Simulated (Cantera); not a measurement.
Charge: 1 mol Pb, 1.4 mol CO, 27 mol N2, held at 0.0133 bar.

These are equilibrium values from Cantera (NASA tables, ideal gas, pure condensed phases), not measurements of a reactor. Candidate condensed phases: C, Pb, PbO, PbO2, Pb3O4; 27 gas species. The numbers say what is thermodynamically allowed, not how fast it happens.

**Question.** At 1150 K, list the 3 most abundant gas species with their mole fractions, and the condensed phases.

**Answer.** N2 0.930, CO 0.0482, Pb 0.0217. Condensed: Pb(l).
